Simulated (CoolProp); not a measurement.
Properties of R1132(E) along the isobar 6500 kPa.

Values from CoolProp's reference Helmholtz-energy equation of state, Akasaka 2024.

```csv
T (K),phase,cp (kJ/(kg K)),speed of sound (m/s)
316.2,liquid,1.938,463.1
322.2,liquid,2.013,429.4
328.2,liquid,2.110,394.7
334.2,liquid,2.244,358.2
340.1,liquid,2.442,319.9
346.1,liquid,2.796,276.6
352.1,supercritical,3.637,225.7
358.1,supercritical,6.832,166.7
364.1,supercritical,5.975,151.3
370.1,supercritical,3.537,159.6
376.1,supercritical,2.664,168.2
382,supercritical,2.257,175.6
388,supercritical,2.019,182.2
394,supercritical,1.865,188.2
400,supercritical,1.759,193.7
```

The peak of cp marks the crossing from liquid-like to gas-like fluid above the critical point.
